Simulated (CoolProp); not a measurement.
A simple Rankine cycle with ammonia: condensing at 327.15 K, boiler at 5.67 MPa, turbine inlet 383.2 K, turbine efficiency 0.7, pump efficiency 0.7, no recuperator. Each further row changes one setting.

Values from CoolProp's reference Helmholtz-energy equation of state, Gao 2020.

```
case                             thermal efficiency (%)  net work (kJ/kg)  heat in (kJ/kg)  turbine exit temperature (K)  volume ratio over the turbine
-------------------------------  ----------------------  ----------------  ---------------  ----------------------------  -----------------------------
as stated                                           6.8              72.1             1060                         327.2                           2.33
turbine inlet 403.2 K                               7.1               [?]              [?]                         337.2                           2.24
condensing temperature 319.15 K                     8.0              88.5             1100                         319.1                           2.83
boiler pressure 3.97 MPa                            4.6              53.0              [?]                         343.9                           1.64
turbine efficiency 0.6                              [?]               [?]             1060                         327.2                           2.35
```

Problem. Complete the blanks.

Solution. 
- turbine inlet 403.2 K, net work (kJ/kg): 82.0
- turbine inlet 403.2 K, heat in (kJ/kg): 1150
- boiler pressure 3.97 MPa, heat in (kJ/kg): 1140
- turbine efficiency 0.6, thermal efficiency (%): 5.7
- turbine efficiency 0.6, net work (kJ/kg): 60.5

The expansion ends wet for: as stated; condensing temperature 319.15 K; turbine efficiency 0.6.
